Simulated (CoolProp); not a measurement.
Dodecamethylcyclohexasiloxane (D6) at several states: fugacity coefficient from the reference equation and from simpler models built on Tc = 372.6 °C, pc = 961.4 kPa, ω = 0.736; each cubic takes its own stable root.

Model: reference Helmholtz-energy equation of state, Colonna 2008, in CoolProp. It is a short technical equation, of lower accuracy than the large ones.

```csv
T (°C),p (kPa),phase,reference,Redlich-Kwong,Peng-Robinson
232.45,5130,liquid,0.02826,0.07623,0.02818
197.05,3250,liquid,…,…,…
290.75,3730,liquid,0.09376,0.1551,0.09459
```

Task: What belongs in the gaps?

Result: 
- 197.05, reference: 0.01443
- 197.05, Redlich-Kwong: 0.05511
- 197.05, Peng-Robinson: 0.01472
